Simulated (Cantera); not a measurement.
# TiCl4 + H2O (titanium nitride, carbide and oxide coatings)

Charge: 1 mol TiCl4, a varied amount of H2O, held at 1.00 Torr.

Cantera equilibrium calculation (NASA polynomials, part measured and part estimated; ideal gas, pure solids and liquids). Candidate condensed phases: H2O, Ti, TiCl2, TiCl3, TiCl4, TiO, TiO2, Ti2O3, Ti3O5, Ti4O7; 23 gas species. Mutual solubility and eutectic melting of coexisting phases are not modelled. The tables' values for TiCl2 are old estimates. Condensed phases not in the tables: Magnéli phases beyond Ti4O7, TiOCl. Kinetics and transport are ignored.

Stable condensed phases:

```
T in K \ n(H2O) in mol
         0.13 0.19 0.28 0.42 0.62 0.93  1.4  2.1  3.1  4.6
   1925     A    A    A    A    A    A    A    B    B    B
   1825     C    C    C    C    C    C    C    B    B    B
   1725     B    B    B    B    B    B    D    B    B    B
   1625     B    B    B    B    B    B    B    B    B    B
   1525     B    B    B    B    B    B    B    B    B    B
   1425     B    B    B    B    B    B    B    B    B    B
   1325     B    B    B    B    B    B    B    B    B    B
   1225     B    B    B    B    B    B    B    B    B    B
   1125     B    B    B    B    B    B    B    B    B    B
   1025     B    B    B    B    B    B    B    B    B    B
```

A: Ti3O5; B: TiO2; C: Ti4O7; D: TiO2 + Ti4O7.
